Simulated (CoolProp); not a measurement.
Vapour-liquid equilibrium of methane (1) + ethane (2) at 131 kPa; x and y are mole fractions of (1).

The numbers come from the multi-fluid Helmholtz-energy mixture model, Setzmann 1991 and Bücker 2006; pair parameters Kunz 2012 in CoolProp.

| x | bubble temperature (°C) | y at the bubble point | dew temperature at overall composition x (°C) | liquid density (mol/L) |
|---|---|---|---|---|
| 0.05 | -109.5 | 0.789 | -84.7 | 19.13 |
| 0.15 | -131.9 | 0.970 | -86.8 | 20.48 |
| 0.25 | -140.8 | 0.989 | -89.2 | 21.33 |
| 0.35 | -145.8 | 0.995 | -91.8 | 22.05 |
| 0.45 | -149.1 | 0.997 | -94.7 | 22.72 |
| 0.55 | -151.5 | 0.998 | -98.1 | 23.36 |
| 0.65 | -153.4 | 0.999 | -102.1 | 23.99 |
| 0.75 | -154.9 | 0.999 | -107.1 | 24.60 |
| 0.85 | -156.3 | 1.000 | -114.1 | 25.19 |
| 0.95 | -157.6 | 1.000 | -126.9 | 25.76 |

No azeotrope shows between x = 0.05 and 0.95.

Pair parameters are fitted to limited data, so mixtures are less certain than the pure fluids.
